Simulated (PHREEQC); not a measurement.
A solution holds 0.0011 mol AgF, 0.0026 mol HF and 0.0022 mol Na2SO4 per kg of water, at 20 °C. Closed to the air; pH follows from the charge balance.

Equilibrium calculation in PHREEQC: ion-association model, wateq4f.dat.

Each row changes one thing in this solution. This is a speciation only: nothing precipitates in the calculation.

| case | pH | ionic strength (mol/kgw) | F- (mol/kgw) | HF (mol/kgw) | HF2- (mol/kgw) |
|---|---|---|---|---|---|
| as made | 3.15 | 0.00825 | 0.00194 | 0.00171 | 1.22e-5 |
| Na2SO4 left out | 3.13 | 0.00187 | 0.00186 | 0.00179 | 1.23e-5 |
| temperature from 20 to 10 °C | 3.11 | 0.00834 | (withheld) | 0.00163 | 1.09e-5 |
| HF replaced by KF at the same molality | 7.42 | (withheld) | (withheld) | 1.73e-7 | 2.35e-9 |
| AgF replaced by NH4HF2 at the same molality | 3.04 | 0.00848 | 0.00220 | 0.00252 | 2.04e-5 |
| AgF replaced by NH4BF4 at the same molality | 2.95 | (withheld) | 0.00170 | 0.00238 | 1.49e-5 |
| AgF left out | 3.02 | (withheld) | 0.00117 | 0.00141 | 6.05e-6 |

Problem. What belongs in the gaps?

Solution. 
- temperature from 20 to 10 °C, F- (mol/kgw): 0.00201
- HF replaced by KF at the same molality, ionic strength (mol/kgw): 0.0101
- HF replaced by KF at the same molality, F- (mol/kgw): 0.00368
- AgF replaced by NH4BF4 at the same molality, ionic strength (mol/kgw): 0.00868
- AgF left out, ionic strength (mol/kgw): 0.00745

At this temperature some constants are extrapolated from 25 °C, and those without enthalpy data are left unchanged.
